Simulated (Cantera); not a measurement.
A perfectly stirred reactor is fed with H2 : O2 : N2 = 0.82 : 1 : 1.4 (molar parts), equivalence ratio 0.41, at 100000 Pa; it is held at 1198 K, and followed from long to short residence time.

Computed with Cantera and GRI-Mech 3.0 (53 species, 325 reactions). The temperature is held fixed by assumption; the heat of reaction is taken as removed at once.

What does this change do: H2 0.82 to 2.1 parts?


| quantity | before | after |
|---|---|---|
| x(H2) at τ = 5.30 s | 9.59e-5 | 0.0288 |
| x(O2) at τ = 5.30 s | 0.210 | 0.000145 |
| x(H2O) at τ = 5.30 s | 0.292 | 0.571 |
| x(OH) at τ = 5.30 s | 2.68e-5 | 1.52e-5 |
| x(N2O) at τ = 5.30 s | 3.85e-7 | 6.49e-10 |
| x(H2) at τ = 27.0 ms | 0.00306 | 0.0328 |
| x(O2) at τ = 27.0 ms | 0.211 | 0.00240 |
| x(H2O) at τ = 27.0 ms | 0.288 | 0.565 |
| x(OH) at τ = 27.0 ms | 0.000154 | 0.000188 |
| x(N2O) at τ = 27.0 ms | 4.34e-7 | 8.08e-9 |

What does this change do: pressure from 100000 Pa to 92000 Pa?


```csv
quantity,before,after
x(H2) at τ = 5.30 s,9.59e-5,8.12e-5
x(O2) at τ = 5.30 s,0.210,0.210
x(H2O) at τ = 5.30 s,0.292,0.292
x(OH) at τ = 5.30 s,2.68e-5,3.46e-5
x(N2O) at τ = 5.30 s,3.85e-7,4.23e-7
x(H2) at τ = 27.0 ms,0.00306,0.00272
x(O2) at τ = 27.0 ms,0.211,0.211
x(H2O) at τ = 27.0 ms,0.288,0.289
x(OH) at τ = 27.0 ms,0.000154,0.000189
x(N2O) at τ = 27.0 ms,4.34e-7,4.26e-7
```
